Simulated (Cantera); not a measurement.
A perfectly stirred reactor is fed with CH₄ : H₂ : N₂ = 0.004 : 1 : 0.00019 (molar parts), at 20.3 Torr; it is held at 1348 K, and followed from long to short residence time.

Computed with Cantera and GRI-Mech 3.0 (53 species, 325 reactions). GRI-Mech 3.0 stops at C3 and has no aromatics, soot or wall deposition, so with more carbon than oxygen in the feed, carbon stays in small species such as C2H2 where larger ones or solid carbon would form. Radical loss at walls, strong at low pressure, is not modelled.

Problem. What does this change do: temperature 1348 to 2725 K?

Solution. 
| quantity | before | after |
|---|---|---|
| x(CH₄) at τ = 0.490 s | 0.00398 | 1.21e-6 |
| x(H₂) at τ = 0.490 s | 0.996 | 0.721 |
| x(C₂H₂) at τ = 0.490 s | 9.75e-11 | 0.00160 |
| x(C₂H₄) at τ = 0.490 s | 8.32e-10 | 1.44e-8 |
| x(H) at τ = 0.490 s | 1.88e-6 | 0.277 |
| x(CH₄) at τ = 8.40 ms | 0.00398 | 0.000429 |
| x(H₂) at τ = 8.40 ms | 0.996 | 0.944 |
| x(C₂H₂) at τ = 8.40 ms | <1e-12 | 0.00147 |
| x(C₂H₄) at τ = 8.40 ms | <1e-12 | 8.26e-7 |
| x(H) at τ = 8.40 ms | 3.27e-8 | 0.0535 |
